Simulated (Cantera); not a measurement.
**Stirred combustor or abatement burner**

A perfectly stirred reactor is fed with 15.2 % CH4, 17.9 % O2, 67.0 % N2, equivalence ratio 1.7, at 1.00 bar; it is adiabatic with a 750 K inlet, and is followed from long to short residence time, starting on the burning branch (τ in s: 0.17, 0.062, 0.022, 0.0081, 0.0029, 0.0011, 0.00039, 0.00014, 5.1e-05, 1.8e-05, 6.6e-06).

Detailed kinetics in Cantera: GRI-Mech 3.0 (53 species, 325 reactions).

```tsv
τ (s)	T (K)	x CH4	x O2	x HO2	x H	x HCN
0.17	2096	0.000301	4.76e-5	8.89e-9	0.00130	3.56e-5
0.062	2097	0.000640	0.000120	2.25e-8	0.00139	8.83e-5
0.022	2097	0.00121	0.000302	5.89e-8	0.00154	0.000176
0.0081	2095	0.00195	0.000707	1.50e-7	0.00174	0.000260
0.0029	2088	0.00294	0.00165	4.05e-7	0.00202	0.000290
0.0011	2069	0.00433	0.00371	1.14e-6	0.00228	0.000238
0.00039	2009	0.00785	0.0101	4.58e-6	0.00225	0.000110
0.00014	750	0.152	0.179	<1e-12	<1e-12	<1e-12
5.1e-5	750	0.152	0.179	<1e-12	<1e-12	<1e-12
1.8e-5	750	0.152	0.179	<1e-12	<1e-12	<1e-12
6.6e-6	750	0.152	0.179	<1e-12	<1e-12	<1e-12
```
x: mole fraction; the columns are a selection and need not sum to one.
